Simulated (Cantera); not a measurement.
Predominance diagram of Ca at 1525 K against the partial pressures of O₂ and Cl₂ (log10, bar). Standard-state values (1 bar) from the NASA 1993 polynomials, evaluated with Cantera. Candidates: Ca(l), CaCl₂(l), CaO(s). Only these pure phases compete in this equilibrium. Not in the tables: oxide halides.

Q: Which phase is stable at these pairs, and which metal-bearing vapour leads over it? (-6.3, -15.6); (-1.9, 0); (-10.7, -23.4); (-9.2, -18.2); (1, -5.2); (-16.5, -7.8); (-15.1, -2.6)

A: 
```csv
log p(O₂),log p(Cl₂),phase,chief vapour,log p (bar)
-6.3,-15.6,CaO(s),CaCl₂,-11.5
-1.9,0,CaCl₂(l),CaCl₂,-2.7
-10.7,-23.4,CaO(s),Ca,-11.6
-9.2,-18.2,CaO(s),Ca,-12.3
1,-5.2,CaO(s),CaCl₂,-4.8
-16.5,-7.8,CaCl₂(l),CaCl₂,-2.7
-15.1,-2.6,CaCl₂(l),CaCl₂,-2.7
```
